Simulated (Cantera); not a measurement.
# Thermodynamics of silicon carbide growth, feed SiH4 + C2H4 + H2

Feed: 1 mol SiH4, 0.29 mol C2H4, 29 mol H2, held at 2098 K and 0.0910 bar.

Cantera equilibrium calculation (NASA polynomials, part measured and part estimated; ideal gas, pure solids and liquids). Candidate condensed phases: C, C6H6, C7H8, C8H18, Si, SiC; 87 gas species. Mutual solubility and eutectic melting of coexisting phases are not modelled. Gases not in the tables: Si2H6 and higher silanes. Kinetics and transport are ignored.

The x(H2) comes out as 0.988. The x(H) is 0.0101. The x(Si) is 0.00144, the x(SiH) comes out as 0.000234 and the x(SiH2) is 0.000178. The x(Si2C) is 5.83e-5, the x(Si2) is 1.86e-5 and the x(C2H2 (acetylene)) is 8.46e-6. The x(Si3) comes out as 3.81e-6, the n(Si(l)) is 0.358 mol and the n(SiC(s)) is 0.577 mol. The gas amount comes out as 31.79 mol and the log10 activity of C(graphite) (absent) is -1.11.
